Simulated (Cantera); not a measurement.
Feed: 1 mol SiH4, 1.3 mol H2, equilibrated at 750 °C and 10.0 mbar.

Equilibrium computed with Cantera from the NASA thermochemical tables; the gas is ideal and each condensed phase is pure. Candidate condensed phases: Si; 9 gas species. Kinetics and transport are ignored.

Base state: H2 1.00 (mole fractions); condensed: Si(s).

Q: What changes in the equilibrium state with this change: temperature from 750 °C to 2075 °C?

A: 
```tsv
species	before	after
H2	1.00	0.744
Si	<1e-9	0.141
H	4.16e-8	0.107
SiH	<1e-9	0.00412
Si2	<1e-9	0.00296
Si3	<1e-9	0.000544
Si(s), mol	1.00	0
Si(l), mol	0	0.367
```
Gases not in the tables: Si2H6 and higher silanes.
